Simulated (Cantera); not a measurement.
Feed: 1 mol Al(CH3)3, 13 mol H2O, 260 mol N2, held at 1075 K and 1.00 Torr.

Cantera equilibrium calculation (NASA polynomials, part measured and part estimated; ideal gas, pure solids and liquids). Candidate condensed phases: Al, AlN, Al2O3, C, C6H6, C7H8, C8H18, H2O; 148 gas species. The feed counts by its element totals alone. Rates play no part.

Base state: N2 0.927, H2 0.0367, H2O 0.0257, CO 0.00610, CO2 0.00460 (mole fractions); condensed: Al2O3(s).

Problem. What changes in the equilibrium state with this change: temperature from 1075 K to 2175 K?

Solution. 
```json
[
 {"species": "N2", "before": "0.927", "after": "0.913"},
 {"species": "H2", "before": "0.0367", "after": "0.0266"},
 {"species": "H2O", "before": "0.0257", "after": "0.0227"},
 {"species": "H", "before": "7.70e-8", "after": "0.0218"},
 {"species": "AlO2H", "before": "<1e-9", "after": "1.19e-5"},
 {"species": "OH", "before": "<1e-9", "after": "0.00251"},
 {"species": "O", "before": "<1e-9", "after": "0.00144"},
 {"species": "NO", "before": "<1e-9", "after": "0.000639"},
 {"species": "O2", "before": "<1e-9", "after": "0.000521"},
 {"species": "Al2O3(s), mol", "before": "0.500", "after": "0.497"}
]
```

Problem. What changes in the equilibrium state with this change: H2O from 13 to 0.25 mol?

Solution. 
```json
[
 {"species": "N2", "before": "0.927", "after": "0.981"},
 {"species": "H2", "before": "0.0367", "after": "0.0180"},
 {"species": "CO", "before": "0.00610", "after": "0.000789"},
 {"species": "H2O", "before": "0.0257", "after": "2.39e-9"},
 {"species": "CO2", "before": "0.00460", "after": "<1e-9"},
 {"species": "Al2O3(s), mol", "before": "0.500", "after": "0.0137"},
 {"species": "AlN(s), mol", "before": "0", "after": "0.973"},
 {"species": "C(graphite), mol", "before": "0", "after": "2.79"}
]
```
Mutual solubility and eutectic melting of coexisting phases are not modelled.

Problem. What changes in the equilibrium state with this change: H2O from 13 to 23 mol?

Solution. 
| species | before | after |
|---|---|---|
| N2 | 0.927 | 0.895 |
| H2O | 0.0257 | 0.0573 |
| H2 | 0.0367 | 0.0374 |
| CO | 0.00610 | 0.00390 |
| CO2 | 0.00460 | 0.00642 |
| Al2O3(s), mol | 0.500 | 0.500 |
